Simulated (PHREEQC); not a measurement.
Model water analysis in mmol/kgw, 75 °C, pH 8.66, pe -2:

| constituent | mmol/kgw |
|---|---|
| Na | 568 |
| K | 1.61 |
| Ca | 0.655 |
| Mg | 5.05 |
| Cl | 531 |
| S(6) | 10.4 |
| Alkalinity (meq/kgw) | 0.583 |
| Li | 0.0754 |
| Br | 2.44 |

Valence states are taken as typed.

The numbers come from PHREEQC with the ion-association model, phreeqc.dat.

Q: The ionic strength comes out as 0.573 mol/kgw. What activity coefficients do CO3-2, MgHCO3+, HCO3-, Li+, NaSO4- get?

A: CO3-2 0.19, MgHCO3+ 0.62, HCO3- 0.66, Li+ 0.68, NaSO4- 0.66.

No solid was allowed to form. Complexes and solids missing from the database can't appear. At this temperature some constants are extrapolated from 25 °C, and those without enthalpy data are left unchanged.
